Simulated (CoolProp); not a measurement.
Vapour-liquid equilibrium of R152A (1) + isobutane (2) at 0.0299 MPa; x and y are mole fractions of (1).

Computed with CoolProp (multi-fluid Helmholtz-energy mixture model, Outcalt 1996 and Bücker 2006; pair parameters Bell 2016).

```csv
x,"bubble temperature, mixture model (°C)","bubble temperature, Raoult's law (°C)","y, mixture model","y, Raoult's law"
0.05,-44.3,-39.8,0.264,0.080
0.2,-50.9,-41.6,0.543,0.291
0.35,-52.7,-43.1,0.618,0.469
0.5,-53.1,-44.5,0.642,0.621
0.65,-53.2,-45.8,0.652,0.753
0.8,-53.0,-47.0,0.681,0.867
0.95,-50.9,-48.1,0.837,0.969
```

The largest gap from Raoult's law is -9.6 K in bubble temperature, at x = 0.35. y crosses x between x = 0.65 and 0.8: the model has an azeotrope there.

The pair parameters rest on a limited set of measurements; away from them the model extrapolates.
